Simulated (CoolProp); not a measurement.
Tetrahydrofuran along the isotherm 95.15 °C: fugacity coefficient from the reference equation and from simpler models built on Tc = 267.0 °C, pc = 5.304 MPa, ω = 0.234; each cubic takes its own stable root.

Values from CoolProp's reference Helmholtz-energy equation of state, Fiedler 2023.

```csv
p (MPa),phase,reference,van der Waals,Redlich-Kwong,Soave-Redlich-Kwong
0.612,liquid,0.3759,0.9165,0.5673,0.3752
1.22,liquid,0.1920,0.6735,0.2903,0.1919
1.84,liquid,0.1296,0.4599,0.1964,0.1297
2.45,liquid,0.09911,0.3555,0.1505,0.09933
3.06,liquid,0.08078,0.2929,0.1229,0.08107
3.67,liquid,0.06857,0.2513,0.1045,0.06890
4.28,liquid,0.05985,0.2217,0.09140,0.06022
4.9,liquid,0.05323,0.1993,0.08145,0.05363
5.51,liquid,0.04819,0.1823,0.07387,0.04861
6.12,liquid,0.04416,0.1689,0.06782,0.04461
6.73,liquid,0.04088,0.1579,0.06290,0.04134
7.34,liquid,0.03815,0.1489,0.05881,0.03863
7.96,liquid,0.03582,0.1413,0.05531,0.03632
```

At some of these states van der Waals gives the other phase, because its saturation line lies elsewhere.
